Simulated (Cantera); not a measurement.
An adiabatic, constant-volume homogeneous reactor starts with H2 : O2 : N2 = 1 : 0.294 : 2.7 (molar parts), equivalence ratio 1.7, at 950 K and 9.30 bar.

Cantera simulation using the H2/O2 subset of GRI-Mech 3.0, which has no nitrogen chemistry; the numbers are that mechanism's predictions, not measurements. The hydrogen kinetics of GRI-Mech 3.0 are dated; newer H2 mechanisms differ, most at raised pressure.

Q: Predict: time of steepest temperature rise; temperature at 2.00 s; equilibrium temperature; x(H2) at 2.00 s; x(O2) at 2.00 s; x(OH) at 2.00 s; x(H2O2) at 2.00 s; x(HO2) at 2.00 s; x(H2O) at 2.00 s.

A: 
| Item | Result |
|---|---|
| time of steepest temperature rise | 33.7 ms |
| temperature at 2.00 s | 2303 K |
| equilibrium temperature | 2303 K |
| x(H2) at 2.00 s | 0.111 (gas-phase equilibrium 0.111) |
| x(O2) at 2.00 s | 4.39e-7 (gas-phase equilibrium 4.39e-7) |
| x(OH) at 2.00 s | 0.000166 (gas-phase equilibrium 0.000166) |
| x(H2O2) at 2.00 s | 2.14e-9 (gas-phase equilibrium 2.14e-9) |
| x(HO2) at 2.00 s | 1.21e-9 (gas-phase equilibrium 1.21e-9) |
| x(H2O) at 2.00 s | 0.159 (gas-phase equilibrium 0.159) |
